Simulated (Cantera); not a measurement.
Input: 1 mol SiH₄, 15 mol NH₃, 21 mol N₂, held at 1248.15 K and 10.0 mbar.

These are equilibrium values from Cantera (NASA tables, ideal gas, pure condensed phases), not measurements of a reactor. Candidate condensed phases: Si, Si₃N₄; 18 gas species. Rates play no part.

Question: What is the equilibrium state?

Answer: 
```json
{
 "x(N₂)": "0.532",
 "x(H₂)": "0.468",
 "x(H)": "3.20e-6",
 "n(Si₃N₄(s))": "0.333 mol",
 "gas_amount": "52.33 mol",
 "log10 activity of Si(s) (absent)": "-3.10"
}
```
